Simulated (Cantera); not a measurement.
Input: 1 mol BF3, 9 mol H2, equilibrated at 40000 Pa.

Method: chemical equilibrium by Gibbs-energy minimisation in Cantera with the NASA 1993 tables (ideal gas, pure condensed phases). Candidate condensed phases: B; 20 gas species. Kinetics and transport are ignored. All values below are at 752 °C.

Base state: H2 0.899, BF3 0.0992, HF 0.000843, BHF2 0.000842 (mole fractions); condensed: gas only.

Problem. What changes in the equilibrium state with this change: BF3 replaced by BCl3?

Solution. 
```tsv
species	before	after
H2	0.899	0.855
BCl3	0	0.0759
HCl	0	0.0687
BF3	0.0992	0
HF	0.000843	0
BHF2	0.000842	0
B(s), mol	0	0.232
```
Gases not in the tables: BHCl2.
